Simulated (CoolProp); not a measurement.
R1234ze(E) at several states: Z from the reference equation and from simpler models built on Tc = 382.5 K, pc = 3.635 MPa, ω = 0.313; each cubic takes its own stable root.

The numbers come from the reference Helmholtz-energy equation of state, Thol 2016 in CoolProp.

| T (K) | p (MPa) | phase | reference | Redlich-Kwong | Peng-Robinson |
|---|---|---|---|---|---|
| 324 | 15 | liquid | 0.5498 | 0.6147 | ___ |
| 400.4 | 0.0249 | gas | 0.9979 | 0.9980 | 0.9978 |
| 387.3 | 0.0158 | gas | 0.9985 | 0.9986 | 0.9984 |
| 412 | 2.23 | gas | ___ | ___ | 0.8034 |
| 408.1 | 0.324 | gas | 0.9745 | 0.9745 | ___ |

Q: Some entries are withheld; supply them.

A: 
- 324, Peng-Robinson: 0.5332
- 412, reference: 0.8167
- 412, Redlich-Kwong: 0.8118
- 408.1, Peng-Robinson: 0.9723
